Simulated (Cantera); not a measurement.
Input (Python, Cantera) and output of one run.

```python
import numpy as np
import cantera as ct

gas_names = """
    CL CL2 H HCL H2 Si SiCL SiCL2 SiCL3 SiCL4 SiH SiHCL3 SiH2 SiH2CL2 SiH3 SiH3CL SiH4 Si2 Si3
""".split()
cond_names = """
    Si(cr) Si(L)
""".split()


# ... load() reads the species with a 1 bar reference pressure and builds the phases ...
atoms = {
    'Si2H6': {'Si': 2, 'H': 6},
    'H2': {'H': 2},
    'Cl2': {'CL': 2},
}
top_T = {}  # K; cautious upper limits of use, not melting points


# ... equilibrate(T, P, feed) seeds the gas with the atoms and calls Mixture.equilibrate('TP', solver="vcs", rtol=1e-11, max_steps=5000) ...
results = []
feed = {'Si2H6': 1, 'H2': 13, 'Cl2': 0.013}  # mol
T = 1400  # K
P = 10000  # Pa
mix = equilibrate(T, P, feed)
results.append((T, P, feed, dict(zip(mix.species_names, mix.species_moles))))
x = sorted(zip(gas.X, gas.species_names), reverse=True)
print(f"T = {T:g} K  P = {P:g} Pa  gas = {mix.phase_moles(0):.4g} mol")
print("   x: " + "  ".join(f"{s} {v:.3e}" for v, s in x if v > 0.001))
print("   condensed (mol): " + ("  ".join(f"{mix.phase(i).name} {mix.phase_moles(i):.4g}"
      for i in range(1, mix.n_phases) if mix.phase_moles(i) > 1e-12) or "none"))
```

Output:

```
T = 1400 K  P = 10000 Pa  gas = 16.01 mol
   x: H2 9.984e-01  HCL 1.608e-03
   condensed (mol): Si(cr) 2
```

Cantera equilibrium calculation (NASA polynomials, part measured and part estimated; ideal gas, pure solids and liquids). The feed counts by its element totals alone.
